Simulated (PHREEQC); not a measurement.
Synthetic water in mg/kgw, 25 °C, pH 7.83: Na 2040; K 35; Ca 116; Mg 122; Cl 3450; S(6) as SO4 578; Alkalinity as HCO3 0.0779; Sr 1.38.

Valence states are taken as typed.

Equilibrium calculation in PHREEQC: Pitzer model, pitzer.dat.

```yaml
ionic_strength: 0.121 mol/kgw
specific_conductance: 11000 µS/cm
density: 1.002 g/cm³
osmotic_coefficient: 0.912
charge_balance_error: -1.8 %
```

| species | molality | activity | log γ |
|---|---|---|---|
| Cl- | 0.0973 | 0.0734 | -0.123 |
| Na+ | 0.0887 | 0.0688 | -0.111 |
| SO4-2 | 0.00602 | 0.00160 | -0.575 |
| Mg+2 | 0.00502 | 0.00175 | -0.459 |
| Ca+2 | 0.00289 | 0.000943 | -0.487 |
| K+ | 0.000895 | 0.000682 | -0.118 |
| Sr+2 | 1.57e-5 | 5.25e-6 | -0.477 |
| OH- | 9.39e-7 | 6.82e-7 | -0.139 |

This is a speciation only: nothing precipitates in the calculation. Species that the database lacks are ignored.
